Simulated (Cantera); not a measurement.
Feed: 1 mol Fe₃O₄, 0.23 mol H₂O, 0.33 mol N₂, 2 mol HCl, at 1.00 bar.

Method: chemical equilibrium by Gibbs-energy minimisation in Cantera with the NASA 1993 tables (ideal gas, pure condensed phases). Candidate condensed phases: Fe, FeCl₂, FeCl₃, FeO, Fe(OH)₂, Fe(OH)₃, Fe₂O₃, Fe₃O₄, H₂O, NH₄Cl; 37 gas species. Mutual solubility and eutectic melting of coexisting phases are not modelled. Condensed phases not in the tables: FeOCl. Kinetics and transport are ignored.

x: gas mole fraction; n: condensed amount in mol.

```json
[
 {"T (K)": "775", "x HCl": "0.383", "x H₂O": "0.446", "x N₂": "0.171", "x FeCl₂": "3.73e-5", "x FeCl₃": "1.60e-5", "x Cl₂": "…", "n FeCl₂(s)": "0.631", "n Fe₂O₃(s)": "0.631", "n Fe₃O₄(s)": "0.369"},
 {"T (K)": "825", "x HCl": "0.533", "x H₂O": "0.311", "x N₂": "0.155", "x FeCl₂": "0.000223", "x FeCl₃": "0.000134", "x Cl₂": "…", "n FeCl₂(s)": "0.431", "n Fe₂O₃(s)": "0.432", "n Fe₃O₄(s)": "0.568"},
 {"T (K)": "875", "x HCl": "0.663", "x H₂O": "0.194", "x N₂": "0.141", "x FeCl₂": "0.00107", "x FeCl₃": "0.000878", "x Cl₂": "…", "n FeCl₂(s)": "0.217", "n Fe₂O₃(s)": "0.219", "n Fe₃O₄(s)": "0.780"},
 {"T (K)": "925", "x HCl": "0.750", "x H₂O": "0.110", "x N₂": "0.130", "x FeCl₂": "0.00433", "x FeCl₃": "0.00463", "x Cl₂": "…", "n FeCl₂(s)": "0.0143", "n Fe₂O₃(s)": "0.0234", "n Fe₃O₄(s)": "0.970"},
 {"T (K)": "975", "x HCl": "0.746", "x H₂O": "0.110", "x N₂": "0.129", "x FeCl₂": "0.00718", "x FeCl₃": "0.00670", "x Cl₂": "…", "n FeCl₂(s)": "0", "n Fe₂O₃(s)": "0.0140", "n Fe₃O₄(s)": "0.977"},
 {"T (K)": "1025", "x HCl": "0.735", "x H₂O": "0.115", "x N₂": "0.130", "x FeCl₂": "0.0105", "x FeCl₃": "0.00837", "x Cl₂": "…", "n FeCl₂(s)": "0", "n Fe₂O₃(s)": "0.0200", "n Fe₃O₄(s)": "0.969"},
 {"T (K)": "1075", "x HCl": "0.723", "x H₂O": "0.122", "x N₂": "0.130", "x FeCl₂": "0.0146", "x FeCl₃": "0.00995", "x Cl₂": "…", "n FeCl₂(s)": "0", "n Fe₂O₃(s)": "0.0279", "n Fe₃O₄(s)": "0.959"},
 {"T (K)": "1125", "x HCl": "0.710", "x H₂O": "0.128", "x N₂": "0.130", "x FeCl₂": "0.0195", "x FeCl₃": "0.0114", "x Cl₂": "…", "n FeCl₂(s)": "0", "n Fe₂O₃(s)": "0.0375", "n Fe₃O₄(s)": "0.948"},
 {"T (K)": "1175", "x HCl": "0.696", "x H₂O": "0.136", "x N₂": "0.130", "x FeCl₂": "0.0249", "x FeCl₃": "0.0126", "x Cl₂": "…", "n FeCl₂(s)": "0", "n Fe₂O₃(s)": "0.0487", "n Fe₃O₄(s)": "0.935"},
 {"T (K)": "1225", "x HCl": "0.682", "x H₂O": "0.143", "x N₂": "0.130", "x FeCl₂": "0.0309", "x FeCl₃": "0.0135", "x Cl₂": "…", "n FeCl₂(s)": "0", "n Fe₂O₃(s)": "0.0608", "n Fe₃O₄(s)": "0.921"},
 {"T (K)": "1275", "x HCl": "0.667", "x H₂O": "0.151", "x N₂": "0.130", "x FeCl₂": "0.0372", "x FeCl₃": "0.0143", "x Cl₂": "…", "n FeCl₂(s)": "0", "n Fe₂O₃(s)": "0.0731", "n Fe₃O₄(s)": "0.907"},
 {"T (K)": "1325", "x HCl": "0.652", "x H₂O": "0.158", "x N₂": "0.130", "x FeCl₂": "0.0438", "x FeCl₃": "0.0147", "x Cl₂": "…", "n FeCl₂(s)": "0", "n Fe₂O₃(s)": "0.0844", "n Fe₃O₄(s)": "0.894"},
 {"T (K)": "1375", "x HCl": "0.636", "x H₂O": "0.166", "x N₂": "0.130", "x FeCl₂": "0.0504", "x FeCl₃": "0.0150", "x Cl₂": "…", "n FeCl₂(s)": "0", "n Fe₂O₃(s)": "0.0922", "n Fe₃O₄(s)": "0.883"},
 {"T (K)": "1425", "x HCl": "0.620", "x H₂O": "0.174", "x N₂": "0.130", "x FeCl₂": "0.0569", "x FeCl₃": "0.0150", "x Cl₂": "…", "n FeCl₂(s)": "0", "n Fe₂O₃(s)": "0.0904", "n Fe₃O₄(s)": "0.878"}
]
```

### Question
What belongs in the gaps?

### Answer

- 775, x Cl₂: 1.02e-9
- 825, x Cl₂: 1.63e-8
- 875, x Cl₂: 1.89e-7
- 925, x Cl₂: 1.68e-6
- 975, x Cl₂: 5.60e-6
- 1025, x Cl₂: 1.53e-5
- 1075, x Cl₂: 3.74e-5
- 1125, x Cl₂: 8.27e-5
- 1175, x Cl₂: 0.000168
- 1225, x Cl₂: 0.000319
- 1275, x Cl₂: 0.000570
- 1325, x Cl₂: 0.000965
- 1375, x Cl₂: 0.00156
- 1425, x Cl₂: 0.00242
